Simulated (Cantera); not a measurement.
A closed system holds: 1 mol C2H6, 0.013 mol NH3, 4 mol N2, held at 2023 K and 0.00133 bar.

Equilibrium computed with Cantera from the NASA thermochemical tables; the gas is ideal and each condensed phase is pure. Candidate condensed phases: C, C6H6, C7H8, C8H18; 92 gas species. Kinetics and transport are ignored.

Base state: N2 0.557, H2 0.402, H 0.0330, HCN 0.00763, HNC 0.000452, C2H2 (acetylene) 0.000359, CN 1.55e-5 (mole fractions); condensed: C(graphite).

**Question.** What changes in the equilibrium state with this change: pressure from 0.00133 bar to 79.0 bar?

**Answer.** 
```json
[
 {"species": "N2", "before": "0.557", "after": "0.569"},
 {"species": "H2", "before": "0.402", "after": "0.416"},
 {"species": "HCN", "before": "0.00763", "after": "0.00785"},
 {"species": "H", "before": "0.0330", "after": "0.000138"},
 {"species": "C2H4", "before": "1.14e-9", "after": "7.24e-5"},
 {"species": "CH4", "before": "8.60e-8", "after": "0.00546"},
 {"species": "NH3", "before": "4.90e-9", "after": "0.000309"},
 {"species": "CH3CN", "before": "<1e-9", "after": "4.09e-5"},
 {"species": "CH3", "before": "1.39e-7", "after": "3.57e-5"},
 {"species": "C(graphite), mol", "before": "1.94", "after": "1.90"}
]
```
The ideal-gas law is rough above about 30 bar.

**Question.** What changes in the equilibrium state with this change: pressure from 0.00133 bar to 0.0120 bar?

**Answer.** 
```
species             before     after
----------------  --------  --------
N2                   0.557     0.563
H2                   0.402     0.417
H                   0.0330    0.0112
CN                 1.55e-5   5.20e-6
C2H2 (acetylene)  0.000359  0.000373
HNC               0.000452  0.000463
HCN                0.00763   0.00782
C(graphite), mol      1.94      1.94
```
